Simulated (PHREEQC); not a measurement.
Consider water at 25 °C with 0.0085 mol H2SO4 and 0.58 mol KH2PO4 per kg of water. Closed to the air; pH follows from the charge balance.

All values are PHREEQC results (ion-association model, wateq4f.dat), not measurements.

Task: The ionic strength comes out as 0.582 mol/kgw. What activity coefficients do KHPO4-, HSO4-, H2PO4-, K+, H+ get?

Result: KHPO4- 0.68, HSO4- 0.66, H2PO4- 0.68, K+ 0.63, H+ 0.76.

This is a speciation only: nothing precipitates in the calculation. Species that the database lacks are ignored. H3PO4, which wateq4f.dat lacks, is added to it with the constant of phreeqc.dat.
